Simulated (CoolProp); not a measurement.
The fluoroketone C6F12O (FK-5-1-12) along the isotherm -32.45 °C: Z from the reference equation and from simpler models built on Tc = 168.7 °C, pc = 18.69 bar, ω = 0.471; each cubic takes its own stable root.

Model: reference Helmholtz-energy equation of state, McLinden 2015, in CoolProp.

```json
[
 {"p (bar)": "20.8", "phase": "liquid", "reference": "0.1855"},
 {"p (bar)": "41.5", "phase": "liquid", "reference": "0.3691"},
 {"p (bar)": "62.3", "phase": "liquid", "reference": "0.5525"},
 {"p (bar)": "83.1", "phase": "liquid", "reference": "0.7349"},
 {"p (bar)": "104", "phase": "liquid", "reference": "0.9173"},
 {"p (bar)": "125", "phase": "liquid", "reference": "1.100"},
 {"p (bar)": "145", "phase": "liquid", "reference": "1.272"},
 {"p (bar)": "166", "phase": "liquid", "reference": "1.453"},
 {"p (bar)": "187", "phase": "liquid", "reference": "1.633"}
]
```

Question: How far does each simpler model (van der Waals, Soave-Redlich-Kwong, Peng-Robinson) lie from the reference over these 9 states: mean and median of the absolute difference, and the worst?

Answer: 
- van der Waals: mean 63.9 %, median 63.3 %, worst +69.3 % at -32.45 °C and 20.8 bar
- Soave-Redlich-Kwong: mean 9.8 %, median 9.8 %, worst +10.3 % at -32.45 °C and 20.8 bar
- Peng-Robinson: mean 2.1 %, median 2.1 %, worst -2.1 % at -32.45 °C and 187 bar
